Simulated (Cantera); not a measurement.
An isothermal, constant-pressure homogeneous reactor starts with 2.94 % C2H6, 97.1 % N2, at 1600 K and 1.05 Torr.

Model: GRI-Mech 3.0 (53 species, 325 reactions), integrated in Cantera. GRI-Mech 3.0 stops at C3 and has no aromatics, soot or wall deposition, so with more carbon than oxygen in the feed, carbon stays in small species such as C2H2 where larger ones or solid carbon would form. Radical loss at walls, strong at low pressure, is not modelled.

Task: Predict: x(C2H6) at 20.0 s; x(CH4) at 20.0 s; x(C2H4) at 20.0 s; x(C2H) at 20.0 s; x(C2H2) at 20.0 s; x(HCN) at 20.0 s.

Result: 
```json
{
 "x(C2H6) at 20.0 s": "2.96e-8 (gas-phase equilibrium <1e-12)",
 "x(CH4) at 20.0 s": "0.00175 (gas-phase equilibrium 4.64e-7)",
 "x(C2H4) at 20.0 s": "7.65e-6 (gas-phase equilibrium 5.83e-8)",
 "x(C2H) at 20.0 s": "1.86e-7 (gas-phase equilibrium 1.42e-7)",
 "x(C2H2) at 20.0 s": "0.0269 (gas-phase equilibrium 0.00681)",
 "x(HCN) at 20.0 s": "1.60e-5 (gas-phase equilibrium 0.0419)"
}
```
